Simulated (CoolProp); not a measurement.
Saturation properties of hydrogen chloride.

Computed with CoolProp (reference Helmholtz-energy equation of state, Thol 2018).

| T (K) | p (MPa) | liquid density (kg/m³) | enthalpy of vaporisation (kJ/kg) | liquid cp (kJ/(kg K)) | vapour Z |
|---|---|---|---|---|---|
| 248.5 | 1.280 | 1016 | [?] | 1.815 | 0.8414 |
| 254 | 1.515 | 998.0 | 351.8 | 1.849 | 0.8227 |
| 259.5 | 1.781 | 979.0 | 341.2 | 1.890 | 0.8027 |
| 265 | 2.080 | 959.1 | [?] | 1.939 | 0.7811 |
| 270.5 | 2.415 | 938.2 | 317.7 | 1.999 | [?] |
| 276 | 2.787 | 916.2 | 304.6 | 2.073 | 0.7330 |
| 281.5 | [?] | 892.7 | 290.4 | 2.166 | 0.7060 |
| 287 | [?] | 867.6 | [?] | 2.287 | 0.6767 |
| 292.5 | [?] | 840.3 | 257.7 | 2.450 | 0.6447 |
| 298 | 4.721 | 810.2 | 238.4 | 2.682 | 0.6095 |
| 303.5 | 5.333 | 776.3 | 216.3 | 3.038 | 0.5702 |

Q: Some entries are withheld; supply them.

A: 
- 248.5, enthalpy of vaporisation (kJ/kg): 361.8
- 265, enthalpy of vaporisation (kJ/kg): 329.9
- 270.5, vapour Z: 0.7579
- 281.5, p (MPa): 3.201
- 287, p (MPa): 3.659
- 287, enthalpy of vaporisation (kJ/kg): 274.9
- 292.5, p (MPa): 4.164

It boils at 188.2 K under 1 atm.
